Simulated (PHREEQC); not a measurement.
Dissolve 0.2 mol/kgw CuSO4 and 0.0026 mol/kgw KCl at 25 °C. Closed to the air; pH follows from the charge balance.

The numbers come from PHREEQC with the ion-association model, phreeqc.dat.

Each row changes one thing in this solution. Precipitation was switched off in this run.

```csv
case,pH,ionic strength (mol/kgw),Cl- (mol/kgw),K+ (mol/kgw),SI of Sylvite (KCl)
as made,4.43,0.384,0.00243,0.00228,-6.51
KCl from 0.0026 to 0.00234 mol/kgw,4.43,0.384,0.00219,0.00205,-6.60
KCl from 0.0026 to 0.0039 mol/kgw,4.43,0.385,0.00365,0.00341,___
KCl from 0.0026 to 0.00286 mol/kgw,4.43,0.384,0.00267,___,-6.43
temperature from 25 to 55 °C,4.13,0.375,0.00210,0.00215,-6.75
CuSO4 left out,7.00,0.00260,0.00260,0.00260,-6.12
temperature from 25 to 50 °C,4.18,0.376,0.00217,0.00217,-6.71
```

Question: Some entries are withheld; supply them.

Answer: 
- KCl from 0.0026 to 0.0039 mol/kgw, SI of Sylvite (KCl): -6.16
- KCl from 0.0026 to 0.00286 mol/kgw, K+ (mol/kgw): 0.00250

Species that the database lacks are ignored. Constants without temperature data keep their 25 °C values here.
